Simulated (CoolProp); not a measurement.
Hydrogen sulfide at 567.09 K and 28.6 MPa is throttled through a valve to 7.05 MPa with no heat exchange. Each further row changes one setting.

Computed with CoolProp (reference Helmholtz-energy equation of state, Lemmon 2006). It is a short technical equation, of lower accuracy than the large ones.

```
case                      temperature change (K)  final phase  final density (kg/m³)
------------------------  ----------------------  -----------  ---------------------
as stated                                      ?          gas                      ?
outlet pressure 2.11 MPa                  -113.9          gas                      ?
outlet pressure 9.17 MPa                   -71.0            ?                      ?
```

**Question.** Fill in the missing entries.

**Answer.** 
- as stated, temperature change (K): -82.8
- as stated, final density (kg/m³): 67.3
- outlet pressure 2.11 MPa, final density (kg/m³): 19.9
- outlet pressure 9.17 MPa, final phase: supercritical
- outlet pressure 9.17 MPa, final density (kg/m³): 87.6
